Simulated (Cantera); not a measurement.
Gas mixture: H2O : NO = 0.73 : 0.29 (molar parts), at 0.430 bar, frozen composition.

Cantera's kinetic-theory transport with the Lennard-Jones parameters of GRI-Mech 3.0, ideal gas; thermal conductivity in the mixture-averaged form. Polar gases are described roughly by these parameters. The composition is frozen, though it would react at the higher temperatures.

D: mixture-averaged diffusion coefficient of that species in the mixture.

```
T (K)  ρ (kg/m³)  cp (J/kg/K)   μ (µPa s)  λ (mW/m/K)     Pr  D (cm²/s) CH3  D (cm²/s) CH4  D (cm²/s) NO
-----  ---------  -----------  ----------  ----------  -----  -------------  -------------  ------------
400        0.277         1542        16.7        35.6  0.722          0.938          0.918         0.921
650        0.170         1653        26.3        60.9  0.713           2.27           2.24          2.26
900        0.123         1779  (withheld)  (withheld)  0.707     (withheld)     (withheld)    (withheld)
1150      0.0963         1904        43.6         118  0.706           6.14           6.10          6.17
1400      0.0791         2014        51.4         147  0.707           8.58           8.54          8.64
1650      0.0672         2109  (withheld)  (withheld)  0.709     (withheld)     (withheld)    (withheld)
1900      0.0583         2188        65.8         202  0.711           14.3           14.3          14.5
2150      0.0515         2254        72.3         229  0.712           17.6           17.6          17.8
```

Fill in the missing entries.


- 900, μ (µPa s): 35.2
- 900, λ (mW/m/K): 88.7
- 900, D (cm²/s) CH3: 4.03
- 900, D (cm²/s) CH4: 3.99
- 900, D (cm²/s) NO: 4.03
- 1650, μ (µPa s): 58.8
- 1650, λ (mW/m/K): 175
- 1650, D (cm²/s) CH3: 11.3
- 1650, D (cm²/s) CH4: 11.3
- 1650, D (cm²/s) NO: 11.4
